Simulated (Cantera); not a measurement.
Mixture: 14.3 % CH4, 15.0 % O2, 56.7 % N2, 10.0 % H2O, 4.01 % CO2, equivalence ratio 1.9, at 101000 Pa, adiabatic and at constant pressure. Ignition delay is the time to a rise of 400 K.

Computed with Cantera and GRI-Mech 3.0 (53 species, 325 reactions).

Predict: delay at 1225 K; delay at 1375 K; delay at 1525 K; delay at 1675 K; delay at 1825 K; apparent activation energy between 1675 and 1825 K.


* **delay at 1225 K**: 64.4 ms
* **delay at 1375 K**: 9.41 ms
* **delay at 1525 K**: 1.64 ms
* **delay at 1675 K**: 0.374 ms
* **delay at 1825 K**: 0.118 ms
* **apparent activation energy between 1675 and 1825 K**: 200 kJ/mol
